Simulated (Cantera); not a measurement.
What does this Cantera script print?

```python
import numpy as np
import cantera as ct

gas = ct.Solution("gri30.yaml")
gas.TPX = 1450, 730000, {'CO': 0.026, 'O2': 0.0026, 'H2O': 0.016, 'N2': 1}
inlet = ct.Reservoir(gas, clone=True)

reactor = ct.IdealGasConstPressureReactor(gas, energy="off", clone=False)
exhaust = ct.Reservoir(gas, clone=True)
tau = [29, 11, 4, 1.5, 0.55, 0.2, 0.076, 0.028, 0.011, 0.0039][0]
for a, b in ((inlet, reactor), (reactor, exhaust)):
    ct.MassFlowController(a, b, mdot=lambda t: reactor.mass / tau)
net = ct.ReactorNet([reactor])
show = ['CO', 'O2', 'H2O', 'H2', 'H2O2']

rows = []
print(f"{'tau/s':>10s}{'T/K':>9s}" + "".join(f"{s:>11s}" for s in show))
for tau in [29, 11, 4, 1.5, 0.55, 0.2, 0.076, 0.028, 0.011, 0.0039]:
    net.initial_time = 0.0
    net.advance(30 * tau)
    before = gas.X
    net.advance(40 * tau)
    drift = np.max(np.abs(gas.X - before) / (gas.X + 1e-9))
    rows.append([gas.T, *gas[show].X, drift])
    print(f"{tau:10.3e}{gas.T:9.1f}" + "".join(f"{x:11.3e}" for x in gas[show].X))
```

It prints:

```
     tau/s      T/K         CO         O2        H2O         H2       H2O2
 2.900e+01   1450.0  1.440e-02  5.830e-07  9.788e-03  5.565e-03  2.133e-12
 1.100e+01   1450.0  1.441e-02  9.591e-07  9.801e-03  5.552e-03  4.918e-12
 4.000e+00   1450.0  1.443e-02  1.613e-06  9.822e-03  5.529e-03  1.131e-11
 1.500e+00   1450.0  1.447e-02  2.671e-06  9.855e-03  5.492e-03  2.459e-11
 5.500e-01   1450.0  1.453e-02  4.475e-06  9.911e-03  5.431e-03  5.351e-11
 2.000e-01   1450.0  1.463e-02  7.536e-06  1.000e-02  5.332e-03  1.179e-10
 7.600e-02   1450.0  1.477e-02  1.244e-05  1.014e-02  5.181e-03  2.584e-10
 2.800e-02   1450.0  1.501e-02  2.101e-05  1.036e-02  4.942e-03  6.090e-10
 1.100e-02   1450.0  1.534e-02  3.469e-05  1.066e-02  4.612e-03  1.431e-09
 3.900e-03   1450.0  1.588e-02  6.201e-05  1.113e-02  4.093e-03  3.905e-09
```

Model: GRI-Mech 3.0 (53 species, 325 reactions), integrated in Cantera.
